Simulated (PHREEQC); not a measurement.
Ultrapure water in contact with air or piping: an equilibrium model

A made-up water analysis in mmol/kgw, 25 °C, pH 5.74, pe 12.6:

```csv
constituent,mmol/kgw
Na,0.000138
K,0.00171
Ca,0.0021
Mg,0.000164
Cl,0.000691
S(6),0.000161
Alkalinity (meq/kgw),0.00523
Sr,7.18e-07
Pb,2.24e-06
```

Valence states are taken as typed.

All values are PHREEQC results (ion-association model, phreeqc.dat), not measurements.

No solid was allowed to form.

Question: Predict the ionic strength.

Answer: ionic strength 1.06e-5 mol/kgw.

Question: In which forms is C present?

Answer: CO2 80 %, HCO3- 20 % of the C.

Species that the database lacks are ignored.
